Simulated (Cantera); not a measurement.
An isothermal, constant-pressure homogeneous reactor starts with 59.7 % CH₄, 34.6 % CO₂, 5.62 % H₂, at 2100 K and 0.197 atm.

Detailed kinetics in Cantera: GRI-Mech 3.0 (53 species, 325 reactions). GRI-Mech 3.0 stops at C3 and has no aromatics, soot or wall deposition, so with more carbon than oxygen in the feed, carbon stays in small species such as C2H2 where larger ones or solid carbon would form.

x: mole fraction; the columns are a selection and need not sum to one.

| t (s) | x CH₄ | x CO₂ | x H₂ | x O₂ | x CH₃ |
|---|---|---|---|---|---|
| 3.00e-6 | 0.595 | 0.346 | 0.0571 | <1e-12 | 0.00200 |
| 9.53e-6 | 0.589 | 0.345 | 0.0593 | 2.30e-12 | 0.00630 |
| 3.03e-5 | 0.561 | 0.341 | 0.0738 | 1.52e-11 | 0.0182 |
| 9.62e-5 | 0.374 | 0.300 | 0.215 | 3.22e-10 | 0.0299 |
| 0.000306 | 0.132 | 0.200 | 0.423 | ? | 0.0133 |
| 0.000972 | 0.0352 | 0.0899 | 0.443 | ? | 0.00452 |
| 0.00309 | 0.0104 | 0.0187 | 0.436 | ? | 0.00181 |
| 0.00981 | 0.00714 | 0.00968 | 0.495 | ? | 0.00121 |
| 0.0312 | 0.00359 | 0.00287 | 0.551 | ? | 0.000615 |
| 0.0990 | 0.000903 | 0.000152 | 0.573 | 4.14e-12 | 0.000161 |
| 0.315 | 0.000194 | 7.38e-8 | 0.575 | <1e-12 | 3.49e-5 |
| 1.00 | 0.000191 | 4.61e-8 | 0.575 | <1e-12 | 3.42e-5 |

### Question
Fill in the missing entries.

### Answer

- 0.000306, x O₂: 3.10e-9
- 0.000972, x O₂: 1.59e-8
- 0.00309, x O₂: 3.83e-8
- 0.00981, x O₂: 1.34e-8
- 0.0312, x O₂: 1.31e-9
